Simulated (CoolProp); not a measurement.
Vapour-liquid equilibrium of acetone (1) + n-heptane (2) at 108.15 °C; x and y are mole fractions of (1).

The numbers come from the multi-fluid Helmholtz-energy mixture model, Lemmon 2006 and Span 2003; pair parameters Bell 2016 in CoolProp.

### Question
Give the bubble pressure and the first vapour's composition at x = 0.05, 0.35, 0.65. Is there an azeotrope?

### Answer
x = 0.05: 0.1839 MPa, y = 0.289; x = 0.35: 0.3568 MPa, y = 0.697; x = 0.65: 0.4235 MPa, y = 0.804. No azeotrope shows between x = 0.05 and 0.95.

Pair parameters are fitted to limited data, so mixtures are less certain than the pure fluids.
